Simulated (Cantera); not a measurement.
Charge: 1 mol Cu₂O, 1.5 mol C, 0.11 mol H₂, equilibrated at 975 K and 0.000310 bar.

Equilibrium computed with Cantera from the NASA thermochemical tables; the gas is ideal and each condensed phase is pure. Candidate condensed phases: C, C₆H₆, C₇H₈, C₈H₁₈, Cu, CuO, Cu(OH)₂, Cu₂O, H₂O; 113 gas species. The numbers say what is thermodynamically allowed, not how fast it happens.

Base state: CO 0.901, H₂ 0.0991, CO₂ 0.000242, H₂O 1.66e-5 (mole fractions); condensed: C(graphite) + Cu(s).

Q: What changes in the equilibrium state with this change: temperature from 975 K to 1925 K?

A: 
```
species             before     after
----------------  --------  --------
Cu                 1.80e-8     0.640
CO                   0.901     0.320
H₂                  0.0991    0.0305
H                  2.05e-8   0.00948
CO₂               0.000242   1.18e-9
Cu₂                  <1e-9  0.000193
H₂O                1.66e-5     <1e-9
C₂H₂ (acetylene)     <1e-9   1.39e-5
C(graphite), mol     0.500     0.500
Cu(s), mol            2.00         0
```

Q: What changes in the equilibrium state with this change: temperature from 975 K to 1625 K?

A: 
| species | before | after |
|---|---|---|
| CO | 0.901 | 0.734 |
| Cu | 1.80e-8 | 0.184 |
| H₂ | 0.0991 | 0.0802 |
| Cu₂ | <1e-9 | 0.000151 |
| H | 2.05e-8 | 0.00113 |
| CO₂ | 0.000242 | 4.02e-8 |
| C(graphite), mol | 0.500 | 0.500 |
| Cu(s), mol | 2.00 | 0 |
| Cu(l), mol | 0 | 1.75 |
